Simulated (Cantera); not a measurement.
A freely propagating, adiabatic, planar premixed flame of 8.14 % CH4, 0.309 % C2H6, 15.8 % O2, 75.8 % N2, equivalence ratio 1.1, unburnt at 350 K and 1000000 Pa; mixture-averaged transport, grid criteria slope 0.08 and curve 0.16, no radiation.

Computed with Cantera and GRI-Mech 3.0 (53 species, 325 reactions). Burning velocities carry a grid error of a few per cent, more on coarse grids.

**Question.** Predict: laminar burning velocity; thermal thickness.

**Answer.** 
```
Property                     Result
------------------------  ---------
laminar burning velocity  8.17 cm/s
thermal thickness          0.187 mm
```
